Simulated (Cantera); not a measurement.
Standard-state values (1 bar) from the NASA 1993 polynomials, evaluated with Cantera. Values are per mole of reaction as written; species without (g) are pure solids or liquids, kept so even where they would boil at 1 bar.

**Question.** Between 400 and 1000 K, where is each reaction favourable under standard conditions?
- 3 TiO₂ → Ti₃O₅ + O(g)
- 3 Ti₂O₃ + 2 NO₂(g) → N₂O(g) + 6 TiO₂

**Answer.** 
- 3 TiO₂ → Ti₃O₅ + O(g): ΔG° is 568 kJ at 400 K and 464 kJ at 1000 K; it stays positive (K < 1). ΔH° is 641 kJ and ΔS° 177 J/K at 1000 K.
- 3 Ti₂O₃ + 2 NO₂(g) → N₂O(g) + 6 TiO₂: ΔG° is -1017 kJ at 400 K and -888 kJ at 1000 K; it stays negative (K > 1). ΔH° is -1118 kJ and ΔS° -231 J/K at 1000 K.
